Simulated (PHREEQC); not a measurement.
Dissolve 0.0015 mol/kgw NH3, 1.1e-06 mol/kgw H4SiO4 and 0.053 mol/kgw Na2CO3 at 45 °C. Closed to the air; pH follows from the charge balance.

Model: ion-association model, phreeqc.dat, run in PHREEQC.

Each row changes one thing in this solution. Precipitation was switched off in this run.

```
case                                           pH  ionic strength (mol/kgw)  Na+ (mol/kgw)  NaCO3- (mol/kgw)  CO3-2 (mol/kgw)  HCO3- (mol/kgw)  SI of Quartz (SiO2)
------------------------------------------  -----  ------------------------  -------------  ----------------  ---------------  ---------------  -------------------
as made                                     10.74                    0.0977         0.0768            0.0291           0.0209          0.00286                -3.58
NH3 replaced by NH4HS at the same molality  10.62                    0.0978         0.0772            0.0287           0.0205          0.00368                -3.46
Na2CO3 from 0.053 to 0.0477 mol/kgw         10.73                    0.0894         0.0699            0.0254           0.0195          0.00278                -3.56
0.0014 mol/kgw H2SO4 added                  10.53                    0.0989         0.0775            0.0283           0.0202          0.00447                -3.37
diluted 100-fold with water                  9.90                   0.00124        0.00105           8.13e-6         0.000189         0.000332                -4.77
0.097 mol/kgw NaHCO3 added                   9.05                     0.177          0.161            0.0379           0.0158           0.0922                -2.39
NH3 left out                                10.74                    0.0977         0.0768            0.0291           0.0209          0.00287                -3.58
```

At this temperature some constants are extrapolated from 25 °C, and those without enthalpy data are left unchanged.
